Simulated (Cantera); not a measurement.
Cantera with NASA thermochemical tables; ideal gases at 1 bar, condensed phases pure. Values are per mole of reaction as written; species without (g) are pure solids or liquids, kept so even where they would boil at 1 bar. TiC: taken at fixed stoichiometry.

3 Ti + 3 CH₄(g) + 2 N₂(g) → 4 NH₃(g) + 3 TiC

```json
[
 {"T (K)": "300", "ΔH° (kJ)": "-512.3", "ΔS° (J/K)": "-190.8", "ΔG° (kJ)": "-455.0", "log10 K": "79.23", "condensed phases": "Ti(α), TiC(s)"},
 {"T (K)": "350", "ΔH° (kJ)": "-511.9", "ΔS° (J/K)": "-189.6", "ΔG° (kJ)": "-445.5", "log10 K": "66.49", "condensed phases": "Ti(α), TiC(s)"},
 {"T (K)": "500", "ΔH° (kJ)": "[?]", "ΔS° (J/K)": "[?]", "ΔG° (kJ)": "[?]", "log10 K": "[?]", "condensed phases": "Ti(α), TiC(s)"},
 {"T (K)": "650", "ΔH° (kJ)": "-506.0", "ΔS° (J/K)": "-177.8", "ΔG° (kJ)": "-390.5", "log10 K": "31.38", "condensed phases": "Ti(α), TiC(s)"},
 {"T (K)": "800", "ΔH° (kJ)": "-504.0", "ΔS° (J/K)": "-174.8", "ΔG° (kJ)": "-364.1", "log10 K": "23.77", "condensed phases": "Ti(α), TiC(s)"},
 {"T (K)": "950", "ΔH° (kJ)": "-503.5", "ΔS° (J/K)": "-174.3", "ΔG° (kJ)": "-337.9", "log10 K": "18.58", "condensed phases": "Ti(α), TiC(s)"},
 {"T (K)": "1100", "ΔH° (kJ)": "[?]", "ΔS° (J/K)": "[?]", "ΔG° (kJ)": "[?]", "log10 K": "[?]", "condensed phases": "Ti(α), TiC(s)"},
 {"T (K)": "1250", "ΔH° (kJ)": "-518.3", "ΔS° (J/K)": "-187.2", "ΔG° (kJ)": "-284.2", "log10 K": "11.88", "condensed phases": "Ti(β), TiC(s)"},
 {"T (K)": "1400", "ΔH° (kJ)": "-518.7", "ΔS° (J/K)": "-187.5", "ΔG° (kJ)": "-256.1", "log10 K": "9.56", "condensed phases": "Ti(β), TiC(s)"}
]
```

What belongs in the gaps?


- 500, ΔH° (kJ): -509.2
- 500, ΔS° (J/K): -183.3
- 500, ΔG° (kJ): -417.6
- 500, log10 K: 43.62
- 1100, ΔH° (kJ): -505.2
- 1100, ΔS° (J/K): -175.9
- 1100, ΔG° (kJ): -311.7
- 1100, log10 K: 14.80
